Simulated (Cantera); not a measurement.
**MgO + CH4 + H2 (carbothermic reduction)**

Charge: 1 mol MgO, a varied amount of CH4, 0.15 mol H2, held at 2223.15 K and 750 Torr.

These are equilibrium values from Cantera (NASA tables, ideal gas, pure condensed phases), not measurements of a reactor. Candidate condensed phases: C, C6H6, C7H8, C8H18, H2O, Mg, MgCO3, MgO, Mg(OH)2; 116 gas species. The tables' values for MgH are old estimates; treat these amounts as uncertain. Kinetics and transport are ignored.

From 0.45 mol CH4 to 0.91 mol CH4 the condensed part is MgO(s). From 1.1 mol CH4 to 3.1 mol CH4 the condensed part is C(graphite). The main Mg-bearing gas is Mg throughout.

| n(CH4) (mol) | x H2 | x CO | x Mg | x H | x MgH | x C2H2 (acetylene) | x H2O | n MgO(s) | n C(graphite) |
|---|---|---|---|---|---|---|---|---|---|
| 0.45 | 0.533 | 0.230 | 0.228 | 0.00468 | 0.00293 | 1.71e-7 | 0.000619 | 0.549 | 0 |
| 0.54 | 0.527 | 0.233 | 0.231 | 0.00466 | 0.00295 | 1.78e-7 | 0.000605 | 0.458 | 0 |
| 0.64 | 0.522 | 0.236 | 0.233 | 0.00463 | 0.00297 | 1.83e-7 | 0.000593 | 0.358 | 0 |
| 0.76 | 0.518 | 0.238 | 0.236 | 0.00462 | 0.00298 | 1.88e-7 | 0.000583 | 0.238 | 0 |
| 0.91 | 0.515 | 0.240 | 0.237 | 0.00460 | 0.00299 | 1.93e-7 | 0.000575 | 0.0873 | 0 |
| 1.1 | 0.534 | 0.230 | 0.227 | 0.00469 | 0.00291 | 0.00155 | 6.50e-6 | 0 | 0.0861 |
| 1.3 | 0.573 | 0.210 | 0.208 | 0.00485 | 0.00276 | 0.00166 | 6.38e-6 | 0 | 0.284 |
| 1.5 | 0.605 | 0.194 | 0.191 | 0.00499 | 0.00262 | 0.00176 | 6.21e-6 | 0 | 0.481 |
| 1.8 | 0.645 | 0.174 | 0.171 | 0.00515 | 0.00242 | 0.00187 | 5.93e-6 | 0 | 0.778 |
| 2.2 | 0.688 | 0.152 | 0.150 | 0.00532 | 0.00219 | 0.00200 | 5.55e-6 | 0 | 1.17 |
| 2.6 | 0.721 | 0.136 | 0.134 | 0.00544 | 0.00200 | 0.00209 | 5.18e-6 | 0 | 1.57 |
| 3.1 | 0.753 | 0.120 | 0.118 | 0.00556 | 0.00180 | 0.00219 | 4.76e-6 | 0 | 2.06 |
x: gas mole fraction; n: condensed amount in mol.
